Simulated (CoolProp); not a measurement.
Vapour-liquid equilibrium of R152A (1) + n-pentane (2) at 0.172 MPa; x and y are mole fractions of (1).

Values from CoolProp's multi-fluid Helmholtz-energy mixture model, Outcalt 1996 and Thol 2019; pair parameters Bell 2016.

```json
[
 {"x": "0.05", "bubble temperature, mixture model (K)": "[?]", "bubble temperature, Raoult's law (K)": "316.4", "y, mixture model": "[?]", "y, Raoult's law": "0.288"},
 {"x": "0.2", "bubble temperature, mixture model (K)": "[?]", "bubble temperature, Raoult's law (K)": "297.8", "y, mixture model": "0.863", "y, Raoult's law": "0.686"},
 {"x": "0.35", "bubble temperature, mixture model (K)": "268.1", "bubble temperature, Raoult's law (K)": "286.2", "y, mixture model": "[?]", "y, Raoult's law": "0.838"},
 {"x": "0.5", "bubble temperature, mixture model (K)": "[?]", "bubble temperature, Raoult's law (K)": "278.0", "y, mixture model": "0.916", "y, Raoult's law": "0.912"},
 {"x": "0.65", "bubble temperature, mixture model (K)": "265.2", "bubble temperature, Raoult's law (K)": "271.9", "y, mixture model": "0.924", "y, Raoult's law": "0.953"},
 {"x": "0.8", "bubble temperature, mixture model (K)": "264.0", "bubble temperature, Raoult's law (K)": "267.0", "y, mixture model": "[?]", "y, Raoult's law": "0.979"},
 {"x": "0.95", "bubble temperature, mixture model (K)": "262.4", "bubble temperature, Raoult's law (K)": "263.0", "y, mixture model": "[?]", "y, Raoult's law": "0.996"}
]
```

Task: Some entries are withheld; supply them.

Result: 
- 0.05, bubble temperature, mixture model (K): 301.4
- 0.05, y, mixture model: 0.556
- 0.2, bubble temperature, mixture model (K): 274.4
- 0.35, y, mixture model: 0.904
- 0.5, bubble temperature, mixture model (K): 266.2
- 0.8, y, mixture model: 0.939
- 0.95, y, mixture model: 0.976

The largest gap from Raoult's law is -23.4 K in bubble temperature, at x = 0.2. No azeotrope shows between x = 0.05 and 0.95.

The pair parameters rest on a limited set of measurements; away from them the model extrapolates. With so large a gap from Raoult's law the liquid may split in two, which this calculation doesn't test in full.
